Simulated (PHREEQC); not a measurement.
Synthetic water in mmol/kgw, 25 °C, pH 3.75, pe 9.1: Na 4.27; K 0.16; Ca 3.64; Mg 0.431; Cl 0.62; S(6) 6.58; Fe(3) 0.0026; Zn 0.0276.

Na is adjusted to close the charge balance.
Valence states are taken as typed.

Model: ion-association model, phreeqc.dat, run in PHREEQC.

No solid was allowed to form.

Order these S species by the share of S that they hold, largest first: MgSO4, CaSO4, HSO4-, SO4-2, NaSO4-.

SO4-2 (82 %), CaSO4 (14 %), MgSO4 (2.0 %), NaSO4- (1.2 %), HSO4- (0.95 %)

The pH is 3.75 and the ionic strength 0.0200 mol/kgw. The solution is supersaturated, for example in Hematite (slow to form), Goethite (slow to form), so a real one may precipitate; this is no full list.
